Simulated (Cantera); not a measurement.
Cantera run, input and output.

```python
import numpy as np
import cantera as ct

gas = ct.Solution("gri30.yaml")
gas.TPX = 1375, 190000, {'CH4': 1, 'O2': 1, 'N2': 5}
reactor = ct.IdealGasReactor(gas, energy="on", clone=False)
net = ct.ReactorNet([reactor])
net.rtol, net.atol = 1e-08, 1e-16
show = ['CH4', 'O2', 'C2H', 'CH2O', 'CH2']
times = np.geomspace(4e-06, 0.4, 10)

steps = ct.SolutionArray(gas, extra=["t"])
rows = []
print(f"{'t/s':>10s}{'T/K':>9s}{'P/Pa':>11s}" + "".join(f"{s:>11s}" for s in show))
for t in times:
    while net.time < t:
        t_next = net.step()
        steps.append(gas.state, t=t_next)
    rows.append([np.interp(t, steps.t, y) for y in (steps.T, steps.P, *steps(*show).X.T)])
    print(f"{t:10.3e}{rows[-1][0]:9.1f}{rows[-1][1]:11.4g}" + "".join(f"{x:11.3e}" for x in rows[-1][2:]))
rate = np.gradient(steps.T, steps.t)
print("integrator steps:", len(steps.t))
if steps.T.max() > steps.T[0] + 200:
    print(f"time of steepest temperature rise: {steps.t[rate.argmax()]:.4e} s")
gas.TPX = 1375, 190000, {'CH4': 1, 'O2': 1, 'N2': 5}
gas.equilibrate("UV")
print(f"equilibrium (UV): T = {gas.T:.1f} K  " + "  ".join(f"{s} {gas[s].X[0]:.3e}" for s in show))
```

Output:

```
       t/s      T/K       P/Pa        CH4         O2        C2H       CH2O        CH2
 4.000e-06   1375.0    1.9e+05  1.429e-01  1.429e-01  9.662e-30  1.495e-09  1.120e-15
 1.438e-05   1375.0    1.9e+05  1.429e-01  1.429e-01  7.800e-27  2.124e-08  1.307e-14
 5.166e-05   1375.0    1.9e+05  1.429e-01  1.429e-01  9.669e-24  3.578e-07  2.728e-13
 1.857e-04   1375.0    1.9e+05  1.428e-01  1.428e-01  2.141e-20  8.031e-06  7.857e-12
 6.672e-04   1375.8  1.901e+05  1.426e-01  1.427e-01  1.599e-17  1.024e-04  4.704e-11
 2.398e-03   1385.2  1.914e+05  1.406e-01  1.415e-01  6.252e-15  7.019e-04  2.456e-10
 8.618e-03   2550.2  4.042e+05  1.102e-10  9.177e-06  7.811e-16  2.441e-08  5.860e-12
 3.097e-02   2550.4  4.042e+05  1.094e-10  9.199e-06  7.767e-16  2.441e-08  5.825e-12
 1.113e-01   2550.4  4.042e+05  1.094e-10  9.199e-06  7.767e-16  2.441e-08  5.825e-12
 4.000e-01   2550.4  4.042e+05  1.094e-10  9.199e-06  7.767e-16  2.441e-08  5.825e-12
integrator steps: 2255
time of steepest temperature rise: 4.8801e-03 s
equilibrium (UV): T = 2550.4 K  CH4 1.230e-10  O2 9.199e-06  C2H 8.599e-16  CH2O 2.441e-08  CH2 6.423e-12
```

Detailed kinetics in Cantera: GRI-Mech 3.0 (53 species, 325 reactions).
